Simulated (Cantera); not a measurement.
Cantera run, input and output.

```python
import numpy as np
import cantera as ct

gas = ct.Solution("gri30.yaml")
gas.TPX = 1250, 2666, {'H2': 0.32, 'O2': 1}
reactor = ct.IdealGasConstPressureReactor(gas, energy="off", clone=False)
net = ct.ReactorNet([reactor])
net.rtol, net.atol = 1e-08, 1e-18
show = ['H2', 'O2', 'H', 'O', 'H2O', 'OH', 'H2O2']
times = np.geomspace(0.0006, 100, 13)

steps = ct.SolutionArray(gas, extra=["t"])
rows = []
print(f"{'t/s':>10s}{'T/K':>9s}{'P/Pa':>11s}" + "".join(f"{s:>11s}" for s in show))
for t in times:
    while net.time < t:
        t_next = net.step()
        steps.append(gas.state, t=t_next)
    rows.append([np.interp(t, steps.t, y) for y in (steps.T, steps.P, *steps(*show).X.T)])
    print(f"{t:10.3e}{rows[-1][0]:9.1f}{rows[-1][1]:11.4g}" + "".join(f"{x:11.3e}" for x in rows[-1][2:]))
rate = np.gradient(steps.T, steps.t)
print("integrator steps:", len(steps.t))
if steps.T.max() > steps.T[0] + 200:
    print(f"time of steepest temperature rise: {steps.t[rate.argmax()]:.4e} s")
gas.TPX = 1250, 2666, {'H2': 0.32, 'O2': 1}
gas.equilibrate("TP")
print(f"equilibrium (TP): T = {gas.T:.1f} K  " + "  ".join(f"{s} {gas[s].X[0]:.3e}" for s in show))
```

Output:

```
       t/s      T/K       P/Pa         H2         O2          H          O        H2O         OH       H2O2
 6.000e-04   1250.0       2666  1.952e-02  6.313e-01  8.642e-02  7.404e-02  1.739e-01  1.485e-02  7.769e-07
 1.634e-03   1250.0       2666  1.071e-02  6.522e-01  5.368e-02  6.092e-02  2.105e-01  1.200e-02  7.566e-07
 4.451e-03   1250.0       2666  4.877e-03  6.957e-01  1.410e-02  2.484e-02  2.522e-01  8.261e-03  9.211e-07
 1.212e-02   1250.0       2666  8.146e-04  7.191e-01  8.878e-04  3.978e-03  2.718e-01  3.361e-03  6.317e-07
 3.302e-02   1250.0       2666  9.601e-05  7.232e-01  3.612e-05  4.715e-04  2.750e-01  1.161e-03  2.441e-07
 8.993e-02   1250.0       2666  1.528e-05  7.239e-01  2.380e-06  7.689e-05  2.756e-01  4.704e-04  8.625e-08
 2.449e-01   1250.0       2666  3.366e-06  7.240e-01  2.543e-07  1.732e-05  2.757e-01  2.233e-04  3.149e-08
 6.672e-01   1250.0       2666  9.154e-07  7.241e-01  3.687e-08  4.784e-06  2.758e-01  1.173e-04  1.176e-08
 1.817e+00   1250.0       2666  2.875e-07  7.241e-01  6.582e-09  1.516e-06  2.758e-01  6.604e-05  4.538e-09
 4.949e+00   1250.0       2666  1.107e-07  7.241e-01  1.588e-09  5.856e-07  2.758e-01  4.103e-05  2.048e-09
 1.348e+01   1250.0       2666  7.124e-08  7.241e-01  8.219e-10  3.754e-07  2.758e-01  3.284e-05  1.447e-09
 3.672e+01   1250.0       2666  6.894e-08  7.241e-01  7.825e-10  3.631e-07  2.758e-01  3.229e-05  1.412e-09
 1.000e+02   1250.0       2666  6.894e-08  7.241e-01  7.825e-10  3.631e-07  2.758e-01  3.229e-05  1.412e-09
integrator steps: 1966
equilibrium (TP): T = 1250.0 K  H2 6.894e-08  O2 7.241e-01  H 7.825e-10  O 3.631e-07  H2O 2.758e-01  OH 3.229e-05  H2O2 1.412e-09
```

Cantera simulation using GRI-Mech 3.0 (53 species, 325 reactions); the numbers are that mechanism's predictions, not measurements. Radical loss at walls, strong at low pressure, is not modelled. The temperature is held fixed by assumption; the heat of reaction is taken as removed at once.
